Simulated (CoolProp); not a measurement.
Vapour-liquid equilibrium of acetone (1) + methanol (2) at 146 kPa; x and y are mole fractions of (1).

Model: multi-fluid Helmholtz-energy mixture model, Lemmon 2006 and de Reuck 1993; pair parameters Bell 2016, in CoolProp.

Problem. Give the bubble temperature and the first vapour's composition at x = 0.2, 0.575, 0.8. Is there an azeotrope?

Solution. x = 0.2: 69.6 °C, y = 0.298; x = 0.575: 66.4 °C, y = 0.611; x = 0.8: 66.2 °C, y = 0.791. y crosses x between x = 0.725 and 0.8: the model has an azeotrope there.

Pair parameters are fitted to limited data, so mixtures are less certain than the pure fluids.
